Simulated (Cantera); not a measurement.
What does this Cantera script print?

```python
import numpy as np
import cantera as ct

gas_names = """
    Fe H H2 H2S S SH S2 S8
""".split()
cond_names = """
    Fe(a) Fe(c) Fe(d) Fe(L) FeS(a) FeS(b) FeS(c) FeS(L) FeS2(s) S(cr1) S(cr2) S(L)
""".split()


# ... load() reads the species with a 1 bar reference pressure and builds the phases ...
atoms = {
    'Fe': {'Fe': 1},
    'H2S': {'H': 2, 'S': 1},
    'H2': {'H': 2},
}
top_T = {'FeS2(s)': 1010}  # K; cautious upper limits of use, not melting points


# ... equilibrate(T, P, feed) seeds the gas with the atoms and calls Mixture.equilibrate('TP', solver="vcs", rtol=1e-11, max_steps=5000) ...
results = []
feed = {'Fe': 1, 'H2S': 0.0012, 'H2': 39}  # mol
P = 12  # Pa
for T in [873, 923, 973, 1023, 1073, 1123, 1173, 1223, 1273, 1323, 1373, 1423]:
    mix = equilibrate(T, P, feed)
    results.append((T, P, feed, dict(zip(mix.species_names, mix.species_moles))))

top = {s: max(r[3][s] / sum(r[3][g] for g in gas_names) for r in results) for s in gas_names}
cols = sorted((s for s in top if top[s] > 0.0001), key=lambda s: -top[s])[:8]
seen = [c for c in cond_names if any(r[3].get(c, 0) > 1e-12 for r in results)]
print("log10 of partial pressures in bar; condensed amounts in mol")
print(f"{'T/K':>10s}" + "".join(f"{s[:9]:>10s}" for s in cols + seen))
for T, P, feed, n in results:
    ng = sum(n[g] for g in gas_names)
    print(f"{T:10.4g}" + "".join(f"{np.log10(max(n[s] / ng * P / 1e5, 1e-99)):10.3f}" for s in cols)
          + "".join(f"{n.get(c, 0):10.4g}" for c in seen))
```

Output:

```
log10 of partial pressures in bar; condensed amounts in mol
       T/K        H2         H        Fe     Fe(a)     Fe(c)
       873    -3.921   -12.290   -16.942         1         0
       923    -3.921   -11.572   -15.611         1         0
       973    -3.921   -10.927   -14.420         1         0
      1023    -3.921   -10.343   -13.348         1         0
      1073    -3.921    -9.814   -12.382         1         0
      1123    -3.921    -9.331   -11.507         1         0
      1173    -3.921    -8.889   -10.707         1         0
      1223    -3.921    -8.482    -9.976         0         1
      1273    -3.921    -8.107    -9.303         0    0.9998
      1323    -3.921    -7.760    -8.682         0    0.9993
      1373    -3.921    -7.438    -8.108         0    0.9975
      1423    -3.921    -7.138    -7.574         0    0.9913
```

Cantera equilibrium calculation (NASA polynomials, part measured and part estimated; ideal gas, pure solids and liquids).
